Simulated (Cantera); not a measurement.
Charge: 1 mol Mg(OH)₂, 0.29 mol C, 0.05 mol O₂, equilibrated at 6700 Pa.

Method: chemical equilibrium by Gibbs-energy minimisation in Cantera with the NASA 1993 tables (ideal gas, pure condensed phases). Candidate condensed phases: C, C₆H₆, C₇H₈, C₈H₁₈, H₂O, Mg, MgCO₃, MgO, Mg(OH)₂; 116 gas species. The numbers say what is thermodynamically allowed, not how fast it happens.

x: gas mole fraction; n: condensed amount in mol.

```tsv
T (K)	x H₂O	x H₂	x CO₂	x CO	x CH₄	x H	n MgO(s)
698	0.462	0.306	0.202	0.0140	0.0159	<1e-12	1.00
748	0.436	0.337	0.198	0.0247	0.00311	<1e-12	1.00
798	0.439	0.336	0.190	?	?	?	1.00
848	0.447	0.329	0.182	0.0432	7.29e-5	4.21e-11	1.00
898	0.455	0.320	0.173	0.0522	1.36e-5	2.39e-10	1.00
948	0.464	0.311	0.164	0.0608	2.95e-6	1.13e-9	1.00
998	0.472	0.303	0.156	?	?	?	1.00
1048	0.480	0.295	0.148	0.0768	2.02e-7	1.62e-8	1.00
1098	0.487	0.288	0.141	0.0839	6.22e-8	5.13e-8	1.00
```

**Question.** Complete the blanks.

**Answer.** 
- 998, x CO: 0.0691
- 998, x CH₄: 7.28e-7
- 998, x H: 4.57e-9
- 798, x CO: 0.0341
- 798, x CH₄: 0.000455
- 798, x H: 5.97e-12
